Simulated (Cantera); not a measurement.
A perfectly stirred reactor is fed with 11.8 % H2, 7.35 % O2, 80.9 % N2, equivalence ratio 0.80, at 390 Torr; it is held at 948 K, and followed from long to short residence time.

Cantera simulation using GRI-Mech 3.0 (53 species, 325 reactions); the numbers are that mechanism's predictions, not measurements. Below about 950 K walls govern HO2 and H2O2 in real vessels. The temperature is held fixed by assumption; the heat of reaction is taken as removed at once.

**Question.** Predict: x(H2) at τ = 0.370 s; x(O2) at τ = 0.370 s; x(HO2) at τ = 0.370 s; x(O) at τ = 0.370 s; x(H2) at τ = 16.0 ms; x(O2) at τ = 16.0 ms; x(HO2) at τ = 16.0 ms; x(O) at τ = 16.0 ms.

**Answer.** 
| Item | Value |
|---|---|
| x(H2) at τ = 0.370 s | 0.00856 |
| x(O2) at τ = 0.370 s | 0.0198 |
| x(HO2) at τ = 0.370 s | 1.49e-5 |
| x(O) at τ = 0.370 s | 5.50e-6 |
| x(H2) at τ = 16.0 ms | 0.0192 |
| x(O2) at τ = 16.0 ms | 0.0251 |
| x(HO2) at τ = 16.0 ms | 1.93e-5 |
| x(O) at τ = 16.0 ms | 5.59e-5 |
